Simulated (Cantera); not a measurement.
Input: 1 mol CO2, 0.39 mol SO2, 0.42 mol H2, equilibrated at 0.00133 bar.

Method: chemical equilibrium by Gibbs-energy minimisation in Cantera with the NASA 1993 tables (ideal gas, pure condensed phases). Candidate condensed phases: C, C6H6, C7H8, C8H18, H2O, H2SO4, S; 146 gas species. Ions and electrons are included (thermal ionisation). The numbers say what is thermodynamically allowed, not how fast it happens. All values below are at 2727 °C.

Base state: O 0.397, CO 0.261, H 0.210, S 0.0742, SO 0.0266, O2 0.0164, OH 0.00725, CO2 0.00367 (mole fractions); condensed: gas only.

Task: What changes in the equilibrium state with this change: CO2 replaced by N2O?

Result: 
```
species    before     after
-------  --------  --------
O           0.397     0.393
N2              0     0.261
H           0.210     0.210
CO          0.261         0
NO              0   0.00760
O2         0.0164    0.0161
SO         0.0266    0.0264
S          0.0742    0.0744
CO2       0.00367         0
N               0  0.000195
SO2       0.00199   0.00196
H2O      0.000245  0.000243
```
